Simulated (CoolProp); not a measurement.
Vapour-liquid equilibrium of toluene (1) + m-xylene (2) at 38.85 °C; x and y are mole fractions of (1).

Computed with CoolProp (multi-fluid Helmholtz-energy mixture model, Lemmon 2006 and Zhou 2012; pair parameters Bell 2016).

```json
[
 {"x": "0.05", "bubble pressure (kPa)": "2.669", "y at the bubble point": "0.150", "dew pressure at overall composition x (kPa)": "2.474", "liquid density (mol/L)": "8.040"},
 {"x": "0.125", "bubble pressure (kPa)": "3.102", "y at the bubble point": "0.327", "dew pressure at overall composition x (kPa)": "2.617", "liquid density (mol/L)": "8.122"},
 {"x": "0.2", "bubble pressure (kPa)": "3.540", "y at the bubble point": "0.461", "dew pressure at overall composition x (kPa)": "2.778", "liquid density (mol/L)": "8.205"},
 {"x": "0.275", "bubble pressure (kPa)": "3.974", "y at the bubble point": "0.564", "dew pressure at overall composition x (kPa)": "2.961", "liquid density (mol/L)": "8.290"},
 {"x": "0.35", "bubble pressure (kPa)": "4.396", "y at the bubble point": "0.646", "dew pressure at overall composition x (kPa)": "3.170", "liquid density (mol/L)": "8.376"},
 {"x": "0.425", "bubble pressure (kPa)": "4.804", "y at the bubble point": "0.712", "dew pressure at overall composition x (kPa)": "3.411", "liquid density (mol/L)": "[?]"},
 {"x": "0.5", "bubble pressure (kPa)": "5.195", "y at the bubble point": "0.766", "dew pressure at overall composition x (kPa)": "[?]", "liquid density (mol/L)": "8.554"},
 {"x": "0.575", "bubble pressure (kPa)": "5.569", "y at the bubble point": "0.811", "dew pressure at overall composition x (kPa)": "4.024", "liquid density (mol/L)": "8.646"},
 {"x": "0.65", "bubble pressure (kPa)": "5.927", "y at the bubble point": "0.851", "dew pressure at overall composition x (kPa)": "4.419", "liquid density (mol/L)": "8.741"},
 {"x": "0.725", "bubble pressure (kPa)": "[?]", "y at the bubble point": "0.886", "dew pressure at overall composition x (kPa)": "4.896", "liquid density (mol/L)": "8.837"},
 {"x": "0.8", "bubble pressure (kPa)": "6.606", "y at the bubble point": "0.919", "dew pressure at overall composition x (kPa)": "5.472", "liquid density (mol/L)": "8.937"},
 {"x": "0.875", "bubble pressure (kPa)": "6.935", "y at the bubble point": "0.949", "dew pressure at overall composition x (kPa)": "6.159", "liquid density (mol/L)": "9.039"},
 {"x": "0.95", "bubble pressure (kPa)": "7.264", "y at the bubble point": "0.980", "dew pressure at overall composition x (kPa)": "6.942", "liquid density (mol/L)": "9.144"}
]
```

### Question
Some entries are withheld; supply them.

### Answer

- 0.425, liquid density (mol/L): 8.464
- 0.5, dew pressure at overall composition x (kPa): 3.692
- 0.725, bubble pressure (kPa): 6.271

No azeotrope shows between x = 0.05 and 0.95.

Pair parameters are fitted to limited data, so mixtures are less certain than the pure fluids.
